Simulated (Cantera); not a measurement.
**Low-pressure radical oxidation in H2/O2**

An isothermal, constant-pressure homogeneous reactor starts with 2.72 % H2, 97.3 % O2, at 1023 K and 0.0133 bar.

Computed with Cantera and the H2/O2 subset of GRI-Mech 3.0, which has no nitrogen chemistry. Radical loss at walls, strong at low pressure, is not modelled.

```json
[
 {"t (s)": "4.00e-6", "x H2": "0.0272", "x O2": "0.973", "x OH": "<1e-12", "x H2O2": "<1e-12", "x O": "<1e-12", "x H2O": "<1e-12"},
 {"t (s)": "2.87e-5", "x H2": "0.0272", "x O2": "0.973", "x OH": "1.53e-12", "x H2O2": "<1e-12", "x O": "1.58e-12", "x H2O": "<1e-12"},
 {"t (s)": "0.000206", "x H2": "0.0272", "x O2": "0.973", "x OH": "4.46e-11", "x H2O2": "<1e-12", "x O": "5.71e-11", "x H2O": "2.11e-11"},
 {"t (s)": "0.00147", "x H2": "0.0272", "x O2": "0.973", "x OH": "2.27e-9", "x H2O2": "<1e-12", "x O": "4.29e-9", "x H2O": "5.29e-9"},
 {"t (s)": "0.0106", "x H2": "0.00305", "x O2": "0.957", "x OH": "0.00207", "x H2O2": "1.88e-7", "x O": "0.0119", "x H2O": "0.0204"},
 {"t (s)": "0.0757", "x H2": "6.63e-5", "x O2": "0.969", "x OH": "0.000436", "x H2O2": "5.00e-8", "x O": "0.00303", "x H2O": "0.0271"},
 {"t (s)": "0.543", "x H2": "2.00e-6", "x O2": "0.972", "x OH": "7.82e-5", "x H2O2": "2.74e-8", "x O": "0.000101", "x H2O": "0.0276"},
 {"t (s)": "3.89", "x H2": "6.10e-8", "x O2": "0.972", "x OH": "1.47e-5", "x H2O2": "5.46e-9", "x O": "3.47e-6", "x H2O": "0.0276"},
 {"t (s)": "27.9", "x H2": "3.93e-9", "x O2": "0.972", "x OH": "3.87e-6", "x H2O2": "7.42e-10", "x O": "2.43e-7", "x H2O": "0.0276"},
 {"t (s)": "200", "x H2": "4.07e-10", "x O2": "0.972", "x OH": "1.27e-6", "x H2O2": "1.00e-10", "x O": "2.59e-8", "x H2O": "0.0276"}
]
```
x: mole fraction; the columns are a selection and need not sum to one.

Equilibrium at this temperature and pressure: H2 4.17e-11, O2 0.972, OH 4.06e-7, H2O2 1.18e-11, O 2.68e-9, H2O 0.0276 (gas phase only).
